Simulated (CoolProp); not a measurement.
Vapour-liquid equilibrium of benzene (1) + toluene (2) at 127.95 °C; x and y are mole fractions of (1).

Model: multi-fluid Helmholtz-energy mixture model, Thol 2012 and Lemmon 2006; pair parameters Bell 2016, in CoolProp.

```csv
x,"bubble pressure, mixture model (kPa)","bubble pressure, Raoult's law (kPa)","y, mixture model","y, Raoult's law"
0.05,171.4,171.8,0.100,0.105
0.125,185.8,186.8,0.231,0.242
0.2,200.3,201.8,0.345,0.358
0.275,215.0,216.8,0.444,0.459
0.35,229.8,231.7,0.531,0.546
0.425,244.7,246.7,0.609,0.623
0.5,259.6,261.7,0.678,0.691
0.575,274.7,276.7,0.740,0.751
0.65,289.8,291.7,0.796,0.806
0.725,305.0,306.7,0.847,0.855
0.8,320.4,321.6,0.893,0.899
0.875,335.7,336.6,0.936,0.940
0.95,351.2,351.6,0.975,0.977
```

The largest gap from Raoult's law is -0.8 % in bubble pressure, at x = 0.35. No azeotrope shows between x = 0.05 and 0.95.

The pair parameters rest on a limited set of measurements; away from them the model extrapolates.
